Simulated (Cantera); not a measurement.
An adiabatic, constant-volume homogeneous reactor starts with CH4 : C2H6 : C3H8 : O2 : N2 = 1 : 0.055 : 0.061 : 5.68 : 21.3 (molar parts), equivalence ratio 0.44, at 1150 K and 0.300 bar.

Detailed kinetics in Cantera: GRI-Mech 3.0 (53 species, 325 reactions).

Task: Predict: time of steepest temperature rise; temperature at 1.00 s; equilibrium temperature; x(CO) at 1.00 s; x(H2O2) at 1.00 s.

Result: 
```json
{
 "time_of_steepest_temperature_rise": "27.3 ms",
 "temperature at 1.00 s": "2266 K",
 "equilibrium_temperature": "2266 K",
 "x(CO) at 1.00 s": "0.00165 (gas-phase equilibrium 0.00165)",
 "x(H2O2) at 1.00 s": "8.33e-8 (gas-phase equilibrium 8.33e-8)"
}
```
